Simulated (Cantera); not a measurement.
Input: 1 mol SiC, a varied amount of H2O, 25 mol H2, equilibrated at 2198 K and 0.00440 bar.

Points: n(H2O) (mol) = 0.0053, 0.0071, 0.0096, 0.013, 0.017, 0.023, 0.031, 0.042, 0.056, 0.075, 0.1, 0.13, 0.18.

Cantera's Mixture.equilibrate('TP', solver="vcs", rtol=1e-11, max_steps=5000) on the NASA tables stopped like this:

```
ERROR: FAILURE its = 5001!

*******************************************************************************
CanteraError thrown by MultiPhase::equilibrate:
VCS solver failed. Return code: -1
*******************************************************************************
```

Problem. What got this run through?

Solution. This is not unique; one that fits is The failure is numerical, not chemical. The same input converged with solver="gibbs", rtol=1e-10, max_steps=50000, and the result passed a check of the equilibrium conditions:
```
T = 2198 K  P = 440 Pa  n(H2O) = 0.0053 mol  gas = 26.33 mol
   x: H2 9.071e-01  H 7.996e-02  Si 8.766e-03  C2H2,acetylene 2.299e-03  SiC2 8.361e-04  Si2C 5.108e-04  SiH 2.461e-04  CO 1.985e-04  SiH2 2.858e-05  Si2 1.491e-05
   condensed (mol): C(gr) 0.1033  SiC(b) 0.7121
T = 2198 K  P = 440 Pa  n(H2O) = 0.0071 mol  gas = 26.34 mol
   x: H2 9.071e-01  H 7.995e-02  Si 8.766e-03  C2H2,acetylene 2.299e-03  SiC2 8.361e-04  Si2C 5.108e-04  CO 2.658e-04  SiH 2.460e-04  SiH2 2.858e-05  Si2 1.491e-05
   condensed (mol): C(gr) 0.1016  SiC(b) 0.712
T = 2198 K  P = 440 Pa  n(H2O) = 0.0096 mol  gas = 26.34 mol
   x: H2 9.070e-01  H 7.995e-02  Si 8.766e-03  C2H2,acetylene 2.299e-03  SiC2 8.361e-04  Si2C 5.108e-04  CO 3.594e-04  SiH 2.460e-04  SiH2 2.857e-05  Si2 1.491e-05
   condensed (mol): C(gr) 0.09917  SiC(b) 0.7119
T = 2198 K  P = 440 Pa  n(H2O) = 0.013 mol  gas = 26.35 mol
   x: H2 9.068e-01  H 7.995e-02  Si 8.766e-03  C2H2,acetylene 2.299e-03  SiC2 8.361e-04  Si2C 5.108e-04  CO 4.865e-04  SiH 2.460e-04  SiH2 2.857e-05  Si2 1.491e-05
   condensed (mol): C(gr) 0.09591  SiC(b) 0.7118
T = 2198 K  P = 440 Pa  n(H2O) = 0.017 mol  gas = 26.36 mol
   x: H2 9.067e-01  H 7.994e-02  Si 8.766e-03  C2H2,acetylene 2.298e-03  SiC2 8.361e-04  CO 6.360e-04  Si2C 5.108e-04  SiH 2.460e-04  SiH2 2.856e-05  Si2 1.491e-05
   condensed (mol): C(gr) 0.09207  SiC(b) 0.7117
T = 2198 K  P = 440 Pa  n(H2O) = 0.023 mol  gas = 26.37 mol
   x: H2 9.065e-01  H 7.993e-02  Si 8.766e-03  C2H2,acetylene 2.298e-03  CO 8.601e-04  SiC2 8.361e-04  Si2C 5.108e-04  SiH 2.460e-04  SiH2 2.856e-05  Si2 1.491e-05  SiO 1.214e-05
   condensed (mol): C(gr) 0.08632  SiC(b) 0.7115
T = 2198 K  P = 440 Pa  n(H2O) = 0.031 mol  gas = 26.39 mol
   x: H2 9.062e-01  H 7.992e-02  Si 8.766e-03  C2H2,acetylene 2.297e-03  CO 1.158e-03  SiC2 8.361e-04  Si2C 5.108e-04  SiH 2.459e-04  SiH2 2.855e-05  SiO 1.636e-05  Si2 1.491e-05
   condensed (mol): C(gr) 0.07865  SiC(b) 0.7112
T = 2198 K  P = 440 Pa  n(H2O) = 0.042 mol  gas = 26.41 mol
   x: H2 9.058e-01  H 7.990e-02  Si 8.766e-03  C2H2,acetylene 2.296e-03  CO 1.568e-03  SiC2 8.361e-04  Si2C 5.108e-04  SiH 2.459e-04  SiH2 2.854e-05  SiO 2.214e-05  Si2 1.491e-05
   condensed (mol): C(gr) 0.0681  SiC(b) 0.7108
T = 2198 K  P = 440 Pa  n(H2O) = 0.056 mol  gas = 26.44 mol
   x: H2 9.053e-01  H 7.988e-02  Si 8.766e-03  C2H2,acetylene 2.295e-03  CO 2.089e-03  SiC2 8.361e-04  Si2C 5.108e-04  SiH 2.458e-04  SiO 2.949e-05  SiH2 2.852e-05  Si2 1.491e-05
   condensed (mol): C(gr) 0.05468  SiC(b) 0.7103
T = 2198 K  P = 440 Pa  n(H2O) = 0.075 mol  gas = 26.48 mol
   x: H2 9.046e-01  H 7.985e-02  Si 8.766e-03  CO 2.793e-03  C2H2,acetylene 2.293e-03  SiC2 8.361e-04  Si2C 5.108e-04  SiH 2.457e-04  SiO 3.943e-05  SiH2 2.850e-05  Si2 1.491e-05
   condensed (mol): C(gr) 0.03646  SiC(b) 0.7096
T = 2198 K  P = 440 Pa  n(H2O) = 0.1 mol  gas = 26.53 mol
   x: H2 9.037e-01  H 7.981e-02  Si 8.766e-03  CO 3.717e-03  C2H2,acetylene 2.291e-03  SiC2 8.361e-04  Si2C 5.108e-04  SiH 2.456e-04  SiO 5.248e-05  SiH2 2.847e-05  Si2 1.491e-05
   condensed (mol): C(gr) 0.01249  SiC(b) 0.7086
T = 2198 K  P = 440 Pa  n(H2O) = 0.13 mol  gas = 26.6 mol
   x: H2 9.025e-01  H 7.975e-02  Si 9.040e-03  CO 4.815e-03  C2H2,acetylene 2.151e-03  SiC2 8.107e-04  Si2C 5.268e-04  SiH 2.531e-04  SiO 7.230e-05  SiH2 2.932e-05  Si2 1.586e-05
   condensed (mol): SiC(b) 0.6996
T = 2198 K  P = 440 Pa  n(H2O) = 0.18 mol  gas = 26.73 mol
   x: H2 9.003e-01  H 7.965e-02  Si 9.906e-03  CO 6.615e-03  C2H2,acetylene 1.787e-03  SiC2 7.399e-04  Si2C 5.772e-04  SiH 2.770e-04  SiO 1.193e-04  SiH2 3.205e-05  Si2 1.904e-05
   condensed (mol): SiC(b) 0.6721
```

The gas is ideal and each condensed phase is pure. Gases not in the tables: Si2H6 and higher silanes.
